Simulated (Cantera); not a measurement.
## Diamond growth

A diamond (100) surface in a fixed gas of H2 with x(CH4) = 0.0067, x(CH3) = 1.1e-05, at 900 K, 1100 Pa; coverages are run to steady state.

Cantera simulation using the Harris–Goodwin 1993 mechanism for the reconstructed diamond (100) surface; the numbers are that mechanism's predictions, not measurements.

```tsv
x(H)	growth (µm/h)	θ c6HH	θ c6H*	θ c6*H	θ c6**	θ c6HM
0.0001	0.0205	0.658	0.00955	0.267	0.00302	0.0501
0.00024	0.0283	0.671	0.00998	0.279	0.00369	0.0288
0.00057	0.0333	0.681	0.0102	0.287	0.00407	0.0143
0.0014	0.0360	0.687	0.0104	0.290	0.00427	0.00630
0.0032	0.0372	0.690	0.0104	0.292	0.00435	0.00284
0.0077	0.0377	0.691	0.0105	0.293	0.00439	0.00120
0.018	0.0379	0.692	0.0105	0.293	0.00440	0.000516
0.044	0.0381	0.692	0.0106	0.293	0.00442	0.000212
0.1	0.0381	0.692	0.0107	0.293	0.00443	9.32e-5
```
θ: site fractions in the mechanism's names (c6HH fully hydrogenated, c6H* and c6*H radical sites, c6** diradical, c6HM methylated).
